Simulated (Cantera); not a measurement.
An adiabatic, constant-volume homogeneous reactor starts with 23.6 % CH₃OH, 16.1 % O₂, 60.3 % N₂, at 1275 K and 500000 Pa.

Cantera simulation using GRI-Mech 3.0 (53 species, 325 reactions); the numbers are that mechanism's predictions, not measurements. GRI-Mech 3.0 was tuned for natural gas; its chemistry of methanol as a main component is partial and can be far from experiment.

x: mole fraction; the columns are a selection and need not sum to one.

```tsv
t (s)	T (K)	P (bar)	x CH₃OH	x O₂	x CO	x H₂O₂	x CH₄
2.00e-6	1275	5.00	0.236	0.161	1.34e-7	4.10e-11	6.22e-8
5.11e-6	1275	5.00	0.236	0.161	3.43e-7	8.10e-10	2.91e-7
1.30e-5	1275	5.00	0.236	0.161	8.80e-7	___	1.03e-6
3.33e-5	1275	5.00	0.236	0.161	2.27e-6	___	2.96e-6
8.50e-5	1275	5.00	0.236	0.161	6.09e-6	___	7.64e-6
0.000217	1275	5.00	0.235	0.161	2.12e-5	___	1.85e-5
0.000554	1294	5.11	0.225	0.155	0.00123	___	4.02e-5
0.00141	2680	13.8	6.90e-12	2.78e-5	0.147	4.16e-8	6.53e-10
0.00361	2679	13.8	6.91e-12	2.77e-5	0.147	4.15e-8	6.56e-10
0.00922	2679	13.8	6.91e-12	2.77e-5	0.147	4.15e-8	6.56e-10
0.0235	2679	13.8	6.91e-12	2.77e-5	0.147	4.15e-8	6.56e-10
0.0601	2679	13.8	6.91e-12	2.77e-5	0.147	4.15e-8	6.56e-10
0.153	2679	13.8	6.91e-12	2.77e-5	0.147	4.15e-8	6.56e-10
0.392	2679	13.8	6.91e-12	2.77e-5	0.147	4.15e-8	6.56e-10
1.00	2679	13.8	6.91e-12	2.77e-5	0.147	4.15e-8	6.56e-10
```

**Question.** What belongs in the gaps?

**Answer.** 
- 1.30e-5, x H₂O₂: 1.46e-8
- 3.33e-5, x H₂O₂: 2.07e-7
- 8.50e-5, x H₂O₂: 2.03e-6
- 0.000217, x H₂O₂: 1.46e-5
- 0.000554, x H₂O₂: 0.000748
